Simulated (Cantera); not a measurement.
Feed: 1 mol CH4, 33 mol H2, 32 mol N2, held at 2375 K and 10000 Pa.

Method: chemical equilibrium by Gibbs-energy minimisation in Cantera with the NASA 1993 tables (ideal gas, pure condensed phases). Candidate condensed phases: C, C6H6, C7H8, C8H18; 92 gas species. Rates play no part.

Base state: H2 0.491, N2 0.464, H 0.0313, HCN 0.0120, HNC 0.00120, C2H2 (acetylene) 0.000738, CN 3.66e-5 (mole fractions); condensed: gas only.

Task: What changes in the equilibrium state with this change: CH4 replaced by C2H5OH?

Result: 
```csv
species,before,after
H2,0.491,0.491
N2,0.464,0.450
H,0.0313,0.0312
CO,0,0.0143
HCN,0.0120,0.0116
HNC,0.00120,0.00117
C2H2 (acetylene),0.000738,0.000716
CN,3.66e-5,3.55e-5
```
Further candidate phases: H2O.
